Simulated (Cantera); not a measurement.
Input: 1 mol SiCl4, 1.1 mol HCl, 150 mol H2, equilibrated at 1098.15 K and 0.100 bar.

Equilibrium computed with Cantera from the NASA thermochemical tables; the gas is ideal and each condensed phase is pure. Candidate condensed phases: Si; 19 gas species. The tables' values for SiCl3 are old estimates; treat these amounts as uncertain. The numbers say what is thermodynamically allowed, not how fast it happens.

Base state: H2 0.978, HCl 0.0173, SiCl4 0.00211, SiHCl3 0.00174, SiCl2 0.000620, SiCl3 0.000305, SiH2Cl2 0.000172 (mole fractions); condensed: Si(s).

Q: What changes in the equilibrium state with this change: SiCl4 replaced by (CH3)2SiCl2?

A: 
```tsv
species	before	after
H2	0.978	0.976
HCl	0.0173	0.0200
CH4	0	0.00348
SiCl4	0.00211	3.27e-6
SiH2Cl2	0.000172	1.98e-7
SiCl2	0.000620	7.13e-7
SiHCl3	0.00174	2.32e-6
SiCl3	0.000305	4.08e-7
Si(s), mol	0.245	0
C(graphite), mol	0	0.463
SiC(s), mol	0	0.999
```
The feed counts by its element totals alone. Further candidate phases: C, C6H6, C7H8, C8H18, SiC.

Q: What changes in the equilibrium state with this change: SiCl4 replaced by SiH4?

A: 
```json
[
 {"species": "H2", "before": "0.978", "after": "0.993"},
 {"species": "HCl", "before": "0.0173", "after": "0.00648"},
 {"species": "SiHCl3", "before": "0.00174", "after": "9.06e-5"},
 {"species": "SiCl4", "before": "0.00211", "after": "4.06e-5"},
 {"species": "SiCl3", "before": "0.000305", "after": "1.58e-5"},
 {"species": "SiCl2", "before": "0.000620", "after": "8.59e-5"},
 {"species": "Si(s), mol", "before": "0.245", "after": "0.960"}
]
```
